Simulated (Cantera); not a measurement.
Charge: 1 mol CH3F, equilibrated at 62.0 mbar.

Cantera equilibrium calculation (NASA polynomials, part measured and part estimated; ideal gas, pure solids and liquids). Candidate condensed phases: C, C6H6, C7H8, C8H18; 95 gas species. Equilibrium is a limit: real reactors are often held back by kinetics, nucleation or transport.

Question: What share of the C ends up in condensed phases as a function of T (°C), at 502, 702, 902, 1102, 1302, 1502, 1702, 1902, 2102, 2302, 2502, 2702?

Answer: 
```csv
T (°C),C condensed (%),as
502,94.8,C(graphite)
702,99.6,C(graphite)
902,99.9,C(graphite)
1102,100.0,C(graphite)
1302,100.0,C(graphite)
1502,100.0,C(graphite)
1702,99.9,C(graphite)
1902,99.6,C(graphite)
2102,98.8,C(graphite)
2302,97.3,C(graphite)
2502,94.5,C(graphite)
2702,87.9,C(graphite)
```
